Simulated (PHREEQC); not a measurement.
Dissolve 0.029 mol NaHSO4, 0.048 mol NaOH and 0.23 mol LiCl per kg of water at 60 °C. Closed to the air; pH follows from the charge balance.

All values are PHREEQC results (ion-association model, phreeqc.dat), not measurements.

```csv
quantity,before,after
pH,11.11,11.10
ionic strength (mol/kgw),0.322,0.387
SO4-2 (mol/kgw),0.0218,0.0409
LiSO4- (mol/kgw),0.00496,0.00853
NaSO4- (mol/kgw),0.00226,0.00660
HSO4- (mol/kgw),1.21e-11,2.16e-11
SI of Halite (NaCl),-3.69,-3.48
```

Q: What was changed between the two runs?
(A) NaOH from 0.048 to 0.024 mol/kgw
(B) NaOH replaced by NaAlO2 at the same molality
(C) 0.027 mol/kgw Na2SO4 added
(D) NaOH left out
(E) diluted 10-fold with water

A: C, 0.027 mol/kgw Na2SO4 added

No solid was allowed to form. Away from 25 °C the constants follow the database's enthalpies or fits; those with neither stay at their 25 °C values.
